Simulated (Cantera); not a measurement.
Input (Python, Cantera):

```python
import numpy as np
import cantera as ct

gas = ct.Solution("SiF4_NH3_mec.yaml", "gas")
gas.TPX = 1948, 16000, {'NH3': 1, 'H2': 0.25}
inlet = ct.Reservoir(gas, clone=True)

reactor = ct.IdealGasConstPressureReactor(gas, energy="off", clone=False)
exhaust = ct.Reservoir(gas, clone=True)
tau = [4, 1.8, 0.79, 0.36, 0.16, 0.071, 0.032, 0.014, 0.0064, 0.0029][0]
for a, b in ((inlet, reactor), (reactor, exhaust)):
    ct.MassFlowController(a, b, mdot=lambda t: reactor.mass / tau)
net = ct.ReactorNet([reactor])
show = ['NH3', 'H2', 'N2H2', 'N2', 'N', 'N2H4']

rows = []
print(f"{'tau/s':>10s}{'T/K':>9s}" + "".join(f"{s:>11s}" for s in show))
for tau in [4, 1.8, 0.79, 0.36, 0.16, 0.071, 0.032, 0.014, 0.0064, 0.0029]:
    net.initial_time = 0.0
    net.advance(30 * tau)
    before = gas.X
    net.advance(40 * tau)
    drift = np.max(np.abs(gas.X - before) / (gas.X + 1e-9))
    rows.append([gas.T, *gas[show].X, drift])
    print(f"{tau:10.3e}{gas.T:9.1f}" + "".join(f"{x:11.3e}" for x in gas[show].X))
```

Result:

```
     tau/s      T/K        NH3         H2       N2H2         N2          N       N2H4
 4.000e+00   1948.0  5.326e-02  7.386e-01  1.716e-07  2.073e-01  5.683e-07  2.370e-09
 1.800e+00   1948.0  1.070e-01  6.999e-01  3.843e-07  1.923e-01  5.591e-07  6.030e-09
 7.900e-01   1948.0  2.033e-01  6.304e-01  8.266e-07  1.656e-01  5.399e-07  1.420e-08
 3.600e-01   1948.0  3.376e-01  5.334e-01  1.558e-06  1.282e-01  5.082e-07  2.780e-08
 1.600e-01   1948.0  4.948e-01  4.199e-01  2.593e-06  8.450e-02  4.646e-07  4.604e-08
 7.100e-02   1948.0  6.276e-01  3.240e-01  3.641e-06  4.758e-02  4.185e-07  6.307e-08
 3.200e-02   1948.0  7.120e-01  2.630e-01  4.382e-06  2.410e-02  3.799e-07  7.442e-08
 1.400e-02   1948.0  7.592e-01  2.289e-01  4.750e-06  1.097e-02  3.484e-07  7.994e-08
 6.400e-03   1948.0  7.811e-01  2.131e-01  4.739e-06  4.895e-03  3.196e-07  7.991e-08
 2.900e-03   1948.0  7.916e-01  2.055e-01  4.335e-06  1.996e-03  2.785e-07  7.416e-08
```

Detailed kinetics in Cantera: the gas-phase N/H chemistry of the illustrative SiF4/NH3 mechanism in the Surface Chemkin manual (1991). Walls and surfaces, which speed up NH3 decomposition in real reactors, are not modelled.
